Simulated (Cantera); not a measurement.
Cantera run, input and output.

```python
import numpy as np
import cantera as ct

gas = ct.Solution("gri30.yaml")
gas.TPX = 300, 470000, {'CH4': 1, 'O2': 3.7, 'N2': 13.9}
inlet = ct.Reservoir(gas, clone=True)
gas.equilibrate("HP")  # start burning
reactor = ct.IdealGasConstPressureReactor(gas, energy="on", clone=False)
exhaust = ct.Reservoir(gas, clone=True)
tau = [0.14, 0.047, 0.016, 0.0051, 0.0017, 0.00057, 0.00019, 6.2e-05, 2.1e-05, 6.9e-06][0]
for a, b in ((inlet, reactor), (reactor, exhaust)):
    ct.MassFlowController(a, b, mdot=lambda t: reactor.mass / tau)
net = ct.ReactorNet([reactor])
show = ['CH4', 'O2', 'O', 'CO2', 'H', 'OH', 'CH2O']

rows = []
print(f"{'tau/s':>10s}{'T/K':>9s}" + "".join(f"{s:>11s}" for s in show))
for tau in [0.14, 0.047, 0.016, 0.0051, 0.0017, 0.00057, 0.00019, 6.2e-05, 2.1e-05, 6.9e-06]:
    net.initial_time = 0.0
    net.advance(30 * tau)
    before = gas.X
    net.advance(40 * tau)
    drift = np.max(np.abs(gas.X - before) / (gas.X + 1e-9))
    rows.append([gas.T, *gas[show].X, drift])
    print(f"{tau:10.3e}{gas.T:9.1f}" + "".join(f"{x:11.3e}" for x in gas[show].X))
```

Output:

```
     tau/s      T/K        CH4         O2          O        CO2          H         OH       CH2O
 1.400e-01   1558.4  1.549e-05  9.146e-02  7.194e-06  5.358e-02  3.794e-07  1.653e-04  1.287e-06
 4.700e-02   1556.1  3.381e-05  9.158e-02  1.329e-05  5.336e-02  1.042e-06  2.142e-04  2.918e-06
 1.600e-02   1551.1  7.484e-05  9.187e-02  2.463e-05  5.283e-02  2.857e-06  2.705e-04  6.752e-06
 5.100e-03   1537.5  1.902e-04  9.274e-02  4.553e-05  5.135e-02  8.189e-06  3.169e-04  1.806e-05
 1.700e-03    300.0  5.376e-02  1.989e-01 -9.179e-30 -2.615e-16  1.606e-35  9.499e-32 -9.113e-18
 5.700e-04    300.0  5.376e-02  1.989e-01 -4.437e-33 -1.172e-19  3.350e-37  4.831e-34 -4.086e-21
 1.900e-04    300.0  5.376e-02  1.989e-01 -3.309e-34 -7.406e-21 -2.157e-39  1.225e-36 -2.581e-22
 6.200e-05    300.0  5.376e-02  1.989e-01 -5.030e-36 -4.678e-22  1.448e-39  9.828e-37 -1.630e-23
 2.100e-05    300.0  5.376e-02  1.989e-01 -3.410e-37 -2.955e-23 -1.182e-40 -2.341e-38 -1.030e-24
 6.900e-06    300.0  5.376e-02  1.989e-01 -4.091e-38 -1.867e-24 -3.064e-41 -8.164e-39 -6.505e-26
```

Model: GRI-Mech 3.0 (53 species, 325 reactions), integrated in Cantera.
